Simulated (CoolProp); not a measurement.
A Linde-Hampson liquefier for dry air: isothermal reversible compression at 280 K from 1 atm to 20 MPa, throttling to 1 atm, return gas leaving the recuperator 10 K below the feed. Each further row changes one setting.

Model: reference Helmholtz-energy equation of state, Lemmon 2000, in CoolProp. It is a pseudo-pure fit of the blend.

```csv
case,liquid yield per pass,compression work (kJ/kg of gas)
as stated,[?],421
high pressure 40 MPa,[?],[?]
warm-end temperature 310 K,0.051,[?]
warm-end gap 15 K,[?],421
```

Q: Complete the blanks.

A: 
- as stated, liquid yield per pass: 0.076
- high pressure 40 MPa, liquid yield per pass: 0.106
- high pressure 40 MPa, compression work (kJ/kg of gas): 482
- warm-end temperature 310 K, compression work (kJ/kg of gas): 470
- warm-end gap 15 K, liquid yield per pass: 0.065
